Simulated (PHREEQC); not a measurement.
Dissolve 0.00058 mol/kgw Cu(BF4)2, 0.0074 mol/kgw HCl and 4.8e-05 mol/kgw Na2SO4 at 25 °C. Closed to the air; pH follows from the charge balance.

The numbers come from PHREEQC with the ion-association model, wateq4f.dat.

```yaml
pH: 2.20
ionic_strength: 0.00878 mol/kgw
total_alkalinity: -10.9 meq/kg
```

| species | molality | activity | log γ |
|---|---|---|---|
| Cl- | 0.00739 | 0.00670 | -0.043 |
| H+ | 0.00694 | 0.00637 | -0.037 |
| HF | 0.00281 | 0.00282 | 0.001 |
| H3BO3 | 0.000776 | 0.000778 | 0.001 |
| Cu+2 | 0.000568 | 0.000392 | -0.161 |
| F- | 0.000326 | 0.000295 | -0.043 |
| BF4- | 0.000321 | 0.000290 | -0.044 |
| Na+ | 9.60e-5 | 8.72e-5 | -0.042 |
| BF3OH- | 4.20e-5 | 3.79e-5 | -0.044 |
| SO4-2 | 3.16e-5 | 2.15e-5 | -0.166 |
| H2F2 | 2.06e-5 | 2.07e-5 | 0.001 |
| BF2(OH)2- | 2.04e-5 | 1.84e-5 | -0.044 |
| HSO4- | 1.47e-5 | 1.33e-5 | -0.042 |
| CuCl+ | 7.79e-6 | 7.06e-6 | -0.043 |
| HF2- | 3.52e-6 | 3.19e-6 | -0.043 |
| CuF+ | 2.32e-6 | 2.10e-6 | -0.042 |

No solid was allowed to form. Complexes and solids missing from the database can't appear. Real BF4- forms and hydrolyses slowly; the run takes it at equilibrium.
